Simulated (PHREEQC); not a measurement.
Consider water at 20 °C with 0.068 mol/kgw HF, 7.5e-05 mol/kgw KF, 0.067 mol/kgw H2SiF6 and 0.0011 mol/kgw H2SO4. Closed to the air; pH follows from the charge balance.

Computed with PHREEQC (ion-association model, phreeqc.dat).

This is a speciation only: nothing precipitates in the calculation.

Estimate the pH.

pH 0.96.

In which forms is F present?

SiF6-2 86 %, HF 14 % of the F.

Species that the database lacks are ignored. SiF6-2 is the database's only silicon fluoride.
